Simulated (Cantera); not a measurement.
A perfectly stirred reactor is fed with N2O : H2 : N2 = 3 : 0.0042 : 1.1 (molar parts), at 0.200 bar; it is held at 1275 K, and followed from long to short residence time.

Cantera simulation using GRI-Mech 3.0 (53 species, 325 reactions); the numbers are that mechanism's predictions, not measurements. GRI-Mech 3.0 was tuned for natural gas; its chemistry of N2O as a main component is partial and can be far from experiment. The mechanism lacks the step 2 NO + O2 → 2 NO2, which can matter for NO2 below about 1400 K. The temperature is held fixed by assumption; the heat of reaction is taken as removed at once.

Question: Predict: x(N2O) at τ = 4.00 s; x(H2) at τ = 4.00 s; x(NO) at τ = 4.00 s; x(O) at τ = 4.00 s; x(H2O) at τ = 4.00 s; x(N2O) at τ = 59.0 ms; x(H2) at τ = 59.0 ms; x(NO) at τ = 59.0 ms; x(O) at τ = 59.0 ms; x(H2O) at τ = 59.0 ms.

Answer: 
- x(N2O) at τ = 4.00 s: 0.216
- x(H2) at τ = 4.00 s: 4.75e-6
- x(NO) at τ = 4.00 s: 0.0461
- x(O) at τ = 4.00 s: 4.55e-6
- x(H2O) at τ = 4.00 s: 0.000822
- x(N2O) at τ = 59.0 ms: 0.704
- x(H2) at τ = 59.0 ms: 0.000177
- x(NO) at τ = 59.0 ms: 0.00241
- x(O) at τ = 59.0 ms: 5.18e-6
- x(H2O) at τ = 59.0 ms: 0.000829
